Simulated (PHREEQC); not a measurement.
# Nickel, zinc or cadmium bath

Make-up at 10 °C: 0.0063 mol/kgw NiSO4 and 0.0004 mol/kgw HCl. Closed to the air; pH follows from the charge balance.

The numbers come from PHREEQC with the ion-association model, wateq4f.dat.

This is a speciation only: nothing precipitates in the calculation.

**Question.** Estimate the pH, ionic strength.

**Answer.** pH 3.53; ionic strength 0.0199 mol/kgw.

**Question.** In which forms is Ni present?

**Answer.** Ni+2 78 %, NiSO4 22 % of the Ni.

Constants without temperature data keep their 25 °C values here.
